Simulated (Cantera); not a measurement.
What does this Cantera script print?

```python
import numpy as np
import cantera as ct

gas = ct.Solution("h2o2.yaml")
gas.TPX = 723, 101325, {'H2': 1, 'O2': 0.278, 'N2': 1.04, 'H2O': 0.68}
flame = ct.FreeFlame(gas, width=0.04)
flame.set_refine_criteria(ratio=3, slope=0.08, curve=0.16)
flame.transport_model = "mixture-averaged"
flame.solve(loglevel=0, auto=True)
z, T = flame.grid, flame.T
thick = (T[-1] - T[0]) / np.gradient(T, z).max()
show = ['H2', 'O2', 'H2O', 'OH', 'O', 'H2O2']
print(f"laminar burning velocity  {flame.velocity[0] * 100:.3f} cm/s")
print(f"burnt temperature         {T[-1]:.1f} K")
print(f"thermal thickness         {thick * 1e3:.4f} mm")
print(f"grid points               {len(z)}")
z0 = z[flame.heat_release_rate.argmax()]
print(f"{'z/mm':>9s}{'T/K':>9s}{'u/(m/s)':>9s}" + "".join(f"{s:>11s}" for s in show))
rows = []
for k in (-3, -2, -1.5, -1, -0.5, -0.25, 0, 0.25, 0.5, 1, 2, 4, 8):
    zz = z0 + k * thick
    rows.append([k * thick, np.interp(zz, z, T), np.interp(zz, z, flame.velocity),
                 *(np.interp(zz, z, flame.X[gas.species_index(s)]) for s in show)])
    print(f"{rows[-1][0] * 1e3:9.3f}{rows[-1][1]:9.1f}{rows[-1][2]:9.3f}" + "".join(f"{x:11.3e}" for x in rows[-1][3:]))
```

Result:

```
laminar burning velocity  851.251 cm/s
burnt temperature         2006.8 K
thermal thickness         0.4243 mm
grid points               107
     z/mm      T/K  u/(m/s)         H2         O2        H2O         OH          O       H2O2
   -1.273    723.0    8.513  3.336e-01  9.273e-02  2.268e-01  2.637e-16  3.217e-15  9.859e-14
   -0.849    723.0    8.512  3.336e-01  9.273e-02  2.268e-01  6.340e-14  7.467e-13  5.317e-12
   -0.637    723.0    8.512  3.335e-01  9.273e-02  2.268e-01  9.683e-12  1.005e-10  1.710e-10
   -0.424    723.1    8.512  3.334e-01  9.275e-02  2.269e-01  2.597e-09  1.235e-08  1.077e-08
   -0.212    749.1    8.757  3.270e-01  9.247e-02  2.304e-01  6.013e-05  1.454e-05  5.863e-06
   -0.106    921.1   10.564  2.997e-01  8.618e-02  2.526e-01  5.257e-04  2.548e-04  1.248e-05
    0.000   1229.8   13.794  2.361e-01  6.043e-02  3.133e-01  1.723e-03  1.700e-03  4.103e-06
    0.106   1456.5   16.165  1.740e-01  2.523e-02  3.830e-01  4.070e-03  2.610e-03  2.461e-06
    0.212   1569.6   17.326  1.496e-01  8.991e-03  4.152e-01  5.537e-03  2.170e-03  1.845e-06
    0.424   1674.7   18.363  1.443e-01  2.614e-03  4.302e-01  6.202e-03  1.544e-03  1.160e-06
    0.849   1772.1   19.294  1.483e-01  1.313e-03  4.368e-01  5.770e-03  9.716e-04  6.238e-07
    1.697   1855.5   20.070  1.524e-01  6.704e-04  4.426e-01  4.680e-03  5.065e-04  3.134e-07
    3.395   1918.9   20.647  1.557e-01  2.882e-04  4.473e-01  3.344e-03  2.198e-04  1.500e-07
```

Detailed kinetics in Cantera: the H2/O2 subset of GRI-Mech 3.0, which has no nitrogen chemistry. Burning velocities carry a grid error of a few per cent, more on coarse grids.
